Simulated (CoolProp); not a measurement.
Aqueous ethanol as a coolant, 58 % by mass, freezing at -43.4 °C, 1 atm.

Values from CoolProp's Melinder's fits for secondary coolants.

```tsv
T (°C)	cp (kJ/(kg K))	viscosity (mPa s)	Prandtl number	density (kg/m³)
-22.1	3.090	(withheld)	197	929.6
-15.9	3.185	12.5	(withheld)	924.6
-9.7	3.275	9.08	(withheld)	919.6
-3.4	3.360	6.74	80.2	914.5
2.8	3.438	5.17	62.7	909.5
9.1	3.511	4.03	49.8	904.4
15.3	3.576	(withheld)	40.3	899.4
21.5	3.633	2.60	33.0	894.3
27.8	(withheld)	2.11	27.2	889.1
34	3.723	1.74	(withheld)	883.9
```

What belongs in the gaps?


- -22.1, viscosity (mPa s): 17.8
- -15.9, Prandtl number: 142
- -9.7, Prandtl number: 106
- 15.3, viscosity (mPa s): 3.21
- 27.8, cp (kJ/(kg K)): 3.683
- 34, Prandtl number: 22.5
